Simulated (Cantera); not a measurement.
What does this Cantera script print?

```python
import numpy as np
import cantera as ct

gas = ct.Solution("gri30.yaml")


def delay(T, t_max=10):
    gas.TPX = T, 190000, {'C3H8': 1, 'O2': 5.32, 'N2': 20}
    reactor = ct.IdealGasReactor(gas, clone=False)
    net = ct.ReactorNet([reactor])
    net.rtol, net.atol = 1e-8, 1e-16
    while net.time < t_max:
        t_old, T_old = net.time, reactor.T
        net.step()
        if reactor.T > T + 400:  # ignition: a rise of 400 K
            return t_old + (T + 400 - T_old) / (reactor.T - T_old) * (net.time - t_old)
    return np.nan


taus = []
for T in [1423, 1498, 1573, 1648, 1723]:
    taus.append(delay(T))
    print(f"T0 = {T:6g} K   tau = {taus[-1]:.4e} s")

# d ln(tau) / d ln(k), from doubling and halving each rate constant
T, sens = 1723, []
for i in range(gas.n_reactions):
    gas.set_multiplier(2.0, i)
    up = delay(T)
    gas.set_multiplier(0.5, i)
    down = delay(T)
    gas.set_multiplier(1.0, i)
    sens.append((np.log(up / down) / np.log(4.0), gas.reaction(i).equation))
sens.sort(key=lambda x: -abs(x[0]))
print(f"sensitivities at {T} K")
for s, eq in sens[:10]:
    print(f"{s:8.3f}  {eq}")
```

Output:

```
T0 =   1423 K   tau = 1.1103e-04 s
T0 =   1498 K   tau = 4.8024e-05 s
T0 =   1573 K   tau = 2.4434e-05 s
T0 =   1648 K   tau = 1.4198e-05 s
T0 =   1723 K   tau = 9.1594e-06 s
sensitivities at 1723 K
  -0.379  C2H5 + CH3 (+M) <=> C3H8 (+M)
  -0.315  H + O2 <=> O + OH
  -0.199  CH3 + HO2 <=> CH3O + OH
   0.165  C3H8 + H <=> C3H7 + H2
  -0.101  C2H5 + O2 <=> C2H4 + HO2
   0.086  2 CH3 (+M) <=> C2H6 (+M)
   0.080  C3H8 + OH <=> C3H7 + H2O
  -0.079  C2H4 + OH <=> C2H3 + H2O
  -0.075  CH3 + OH <=> CH2(S) + H2O
  -0.073  C2H3 + O2 <=> CH2CHO + O
```

Detailed kinetics in Cantera: GRI-Mech 3.0 (53 species, 325 reactions). GRI-Mech 3.0 was tuned for natural gas; its chemistry of propane as a main component is partial and can be far from experiment.
